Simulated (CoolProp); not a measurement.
Vapour-liquid equilibrium of hydrogen sulfide (1) + n-butane (2) at 49.75 °C; x and y are mole fractions of (1).

The numbers come from the multi-fluid Helmholtz-energy mixture model, Lemmon 2006 and Bücker 2006; pair parameters Kunz 2012 in CoolProp.

| x | bubble pressure (kPa) | y at the bubble point | dew pressure at overall composition x (kPa) | liquid density (mol/L) |
|---|---|---|---|---|
| 0.05 | (withheld) | 0.303 | 519.3 | 9.512 |
| 0.2 | 1312 | 0.637 | (withheld) | 10.20 |
| 0.35 | (withheld) | 0.757 | (withheld) | 11.16 |
| 0.5 | 2271 | (withheld) | 979.2 | 12.46 |
| 0.65 | 2669 | 0.875 | 1356 | 14.20 |
| 0.8 | 3042 | 0.921 | 2096 | 16.52 |
| 0.95 | (withheld) | 0.976 | 3246 | 19.56 |

Problem. Some entries are withheld; supply them.

Solution. 
- 0.05, bubble pressure (kPa): 710.1
- 0.2, dew pressure at overall composition x (kPa): 618.6
- 0.35, bubble pressure (kPa): 1827
- 0.35, dew pressure at overall composition x (kPa): 760.5
- 0.5, y at the bubble point: 0.824
- 0.95, bubble pressure (kPa): 3408

No azeotrope shows between x = 0.05 and 0.95.

The pair parameters rest on a limited set of measurements; away from them the model extrapolates.
